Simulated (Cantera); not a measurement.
Cantera run, input and output.

```python
import numpy as np
import cantera as ct

gas = ct.Solution("gri30.yaml")
gas.TPX = 1223, 640000, {'CO': 0.015, 'O2': 0.049, 'H2O': 0.00081, 'N2': 1}
reactor = ct.IdealGasConstPressureReactor(gas, energy="off", clone=False)
net = ct.ReactorNet([reactor])
net.rtol, net.atol = 1e-08, 1e-18
show = ['CO', 'O2', 'H2O', 'NO2', 'OH', 'O']
times = np.geomspace(3e-05, 3, 13)

steps = ct.SolutionArray(gas, extra=["t"])
rows = []
print(f"{'t/s':>10s}{'T/K':>9s}{'P/Pa':>11s}" + "".join(f"{s:>11s}" for s in show))
for t in times:
    while net.time < t:
        t_next = net.step()
        steps.append(gas.state, t=t_next)
    rows.append([np.interp(t, steps.t, y) for y in (steps.T, steps.P, *steps(*show).X.T)])
    print(f"{t:10.3e}{rows[-1][0]:9.1f}{rows[-1][1]:11.4g}" + "".join(f"{x:11.3e}" for x in rows[-1][2:]))
rate = np.gradient(steps.T, steps.t)
print("integrator steps:", len(steps.t))
if steps.T.max() > steps.T[0] + 200:
    print(f"time of steepest temperature rise: {steps.t[rate.argmax()]:.4e} s")
gas.TPX = 1223, 640000, {'CO': 0.015, 'O2': 0.049, 'H2O': 0.00081, 'N2': 1}
gas.equilibrate("TP")
print(f"equilibrium (TP): T = {gas.T:.1f} K  " + "  ".join(f"{s} {gas[s].X[0]:.3e}" for s in show))
```

Result:

```
       t/s      T/K       P/Pa         CO         O2        H2O        NO2         OH          O
 3.000e-05   1223.0    6.4e+05  1.409e-02  4.602e-02  7.607e-04  7.507e-23  8.987e-11  8.284e-09
 7.830e-05   1223.0    6.4e+05  1.409e-02  4.602e-02  7.607e-04  3.704e-21  3.054e-10  2.008e-08
 2.044e-04   1223.0    6.4e+05  1.409e-02  4.602e-02  7.607e-04  2.192e-19  1.059e-09  4.578e-08
 5.335e-04   1223.0    6.4e+05  1.409e-02  4.602e-02  7.607e-04  1.744e-17  4.613e-09  1.145e-07
 1.392e-03   1223.0    6.4e+05  1.408e-02  4.601e-02  7.604e-04  6.125e-15  4.377e-08  7.102e-07
 3.635e-03   1223.0    6.4e+05  1.376e-02  4.585e-02  7.565e-04  4.367e-11  8.113e-07  7.810e-06
 9.487e-03   1223.0    6.4e+05  1.212e-02  4.507e-02  7.545e-04  1.511e-09  9.450e-07  8.137e-06
 2.476e-02   1223.0    6.4e+05  8.684e-03  4.342e-02  7.569e-04  1.313e-08  9.345e-07  6.870e-06
 6.463e-02   1223.0    6.4e+05  3.923e-03  4.113e-02  7.611e-04  6.797e-08  8.666e-07  4.338e-06
 1.687e-01   1223.0    6.4e+05  7.437e-04  3.960e-02  7.645e-04  2.001e-07  7.075e-07  1.464e-06
 4.403e-01   1223.0    6.4e+05  3.397e-05  3.926e-02  7.657e-04  2.297e-07  5.384e-07  1.656e-07
 1.149e+00   1223.0    6.4e+05  1.912e-07  3.925e-02  7.659e-04  3.518e-08  3.036e-07  1.478e-08
 3.000e+00   1223.0    6.4e+05  1.207e-09  3.925e-02  7.660e-04  1.468e-08  1.580e-07  3.663e-09
integrator steps: 1285
equilibrium (TP): T = 1223.0 K  CO 8.461e-10  O2 3.919e-02  H2O 7.660e-04  NO2 1.826e-06  OH 1.476e-07  O 3.182e-09
```

Cantera simulation using GRI-Mech 3.0 (53 species, 325 reactions); the numbers are that mechanism's predictions, not measurements.
